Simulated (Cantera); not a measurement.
Charge: 1 mol Na2CO3, 2.5 mol SO2, 6.3 mol H2O, held at 1900 Pa.

Method: chemical equilibrium by Gibbs-energy minimisation in Cantera with the NASA 1993 tables (ideal gas, pure condensed phases). Candidate condensed phases: C, C6H6, C7H8, C8H18, H2O, H2SO4, Na, NaOH, NaO2, Na2CO3, Na2O, Na2O2, Na2S, Na2SO4, S; 131 gas species. Gases not in the tables: S3 to S7. Rates play no part.

### Question
At 627 °C, list the 7 most abundant gas species with their mole fractions, and the condensed phases.

### Answer
H2O 0.720, SO2 0.127, CO2 0.117, H2S 0.0179, S2 0.0150, H2 0.00235, S2O 0.000349. Condensed: Na2SO4(s).
